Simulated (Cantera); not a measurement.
Charge: 1 mol Si, 2.1 mol O₂, 5.2 mol H₂, 0.1 mol N₂O, held at 1648.15 K and 0.100 bar.

Cantera equilibrium calculation (NASA polynomials, part measured and part estimated; ideal gas, pure solids and liquids). Candidate condensed phases: H₂O, Si, SiO₂, Si₂N₂O, Si₃N₄; 35 gas species. The tables hold silica as quartz up to 1696 K and as liquid above; real silica turns to tridymite and cristobalite and melts near 1996 K. Gases not in the tables: Si(OH)₄. Rates play no part.

Base state: H₂ 0.547, H₂O 0.434, N₂ 0.0189, H 0.000209 (mole fractions); condensed: SiO₂(β-quartz).

Problem. What changes in the equilibrium state with this change: Si replaced by SiC?

Solution. 
```json
[
 {"species": "H₂", "before": "0.547", "after": "0.633"},
 {"species": "H₂O", "before": "0.434", "after": "0.193"},
 {"species": "CO", "before": "0", "after": "0.145"},
 {"species": "CO₂", "before": "0", "after": "0.0138"},
 {"species": "N₂", "before": "0.0189", "after": "0.0159"},
 {"species": "H", "before": "0.000209", "after": "0.000224"},
 {"species": "SiO₂(β-quartz), mol", "before": "1.000", "after": "1.000"}
]
```
Further candidate phases: C, C₆H₆, C₇H₈, C₈H₁₈, SiC.

Problem. What changes in the equilibrium state with this change: 1.7 mol NH₃ added?

Solution. 
```
species                before     after
-------------------  --------  --------
H₂                      0.547     0.626
H₂O                     0.434     0.264
N₂                     0.0189     0.109
H                    0.000209  0.000223
SiO₂(β-quartz), mol     1.000     1.000
```

Problem. What changes in the equilibrium state with this change: Si replaced by Si₃N₄?

Solution. 
| species | before | after |
|---|---|---|
| H₂ | 0.547 | 0.769 |
| N₂ | 0.0189 | 0.228 |
| SiO | 1.05e-6 | 0.00288 |
| H₂O | 0.434 | 0.000223 |
| H | 0.000209 | 0.000247 |
| SiO₂(β-quartz), mol | 1.000 | 1.86 |
| Si₂N₂O(s), mol | 0 | 0.561 |
Mutual solubility and eutectic melting of coexisting phases are not modelled.
